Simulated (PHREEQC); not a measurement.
# Acid mine or pickling water

Synthetic water in mmol/kgw, 10 °C, pH 2.8, pe 9.6:

| constituent | mmol/kgw |
|---|---|
| Na | 11.9 |
| K | 5.52 |
| Ca | 7.64 |
| Mg | 4.47 |
| Cl | 12 |
| S(6) | 16.3 |
| Li | 1.11 |

Valence states are taken as typed.

Equilibrium calculation in PHREEQC: ion-association model, phreeqc.dat.

```json
{
  "ionic_strength": "0.0575 mol/kgw",
  "specific_conductance": "3030 µS/cm",
  "density": "1.002 g/cm³",
  "total_alkalinity": "-2.62 meq/kg",
  "charge_balance_error": "1.0 %"
}
```

```tsv
species	molality	activity	log γ
Cl-	0.0120	0.00971	-0.092
SO4-2	0.0117	0.00529	-0.346
Na+	0.0116	0.00954	-0.086
Ca+2	0.00551	0.00255	-0.334
K+	0.00537	0.00434	-0.093
Mg+2	0.00322	0.00153	-0.322
CaSO4	0.00211	0.00214	0.006
H+	0.00186	0.00159	-0.070
MgSO4	0.00125	0.00127	0.006
Li+	0.00109	0.000900	-0.081
HSO4-	0.000735	0.000601	-0.088
NaSO4-	0.000278	0.000229	-0.084
```

No solid was allowed to form. Complexes and solids missing from the database can't appear. At this temperature some constants are extrapolated from 25 °C, and those without enthalpy data are left unchanged.
